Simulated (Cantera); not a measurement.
# Equilibrium for nitride etching: BN + H2 + H2O

Input: 1 mol BN, 200 mol H2, a varied amount of H2O, equilibrated at 1025 K and 1.00 Torr.

Method: chemical equilibrium by Gibbs-energy minimisation in Cantera with the NASA 1993 tables (ideal gas, pure condensed phases). Candidate condensed phases: B, BN, B2O3, B3O3H3, H2O; 39 gas species. Mutual solubility and eutectic melting of coexisting phases are not modelled. Gases not in the tables: H3BO3. Equilibrium is a limit: real reactors are often held back by kinetics, nucleation or transport.

```
n(H2O) (mol)   x H2     x H2O      x N2    x HBO2  x (HBO2)3    x HBO      x H    x NH3  n BN(s)  n B2O3(l)
------------  -----  --------  --------  --------  ---------  -------  -------  -------  -------  ---------
0.2           1.000   7.13e-5  0.000308   1.01e-5   5.42e-10  1.01e-6  1.19e-7  1.16e-8    0.877     0.0605
0.35          0.999   8.66e-5  0.000551   1.11e-5   7.25e-10  9.15e-7  1.19e-7  1.55e-8    0.779      0.109
0.63          0.999  0.000106   0.00101   1.23e-5   9.80e-10  8.27e-7  1.19e-7  2.09e-8    0.595      0.201
1.1           0.998  0.000128   0.00178   1.35e-5    1.30e-9  7.53e-7  1.19e-7  2.77e-8    0.285      0.356
2             0.995   0.00244   0.00247   5.91e-5    1.08e-7  1.72e-7  1.19e-7  3.26e-8        0      0.494
3.6           0.987    0.0102   0.00245  0.000121    9.30e-7  8.32e-8  1.19e-7  3.20e-8        0      0.487
6.4           0.974    0.0236   0.00242  0.000184    3.26e-6  5.40e-8  1.18e-7  3.12e-8        0      0.480
11            0.953    0.0448   0.00236  0.000253    8.52e-6  3.84e-8  1.16e-7  2.98e-8        0      0.471
21            0.910    0.0878   0.00226  0.000354    2.34e-5  2.62e-8  1.14e-7  2.72e-8        0      0.453
```
x: gas mole fraction; n: condensed amount in mol.

From 0.2 mol H2O to 1.1 mol H2O the condensed part is BN(s) + B2O3(l). From 2 mol H2O to 21 mol H2O the condensed part is B2O3(l).
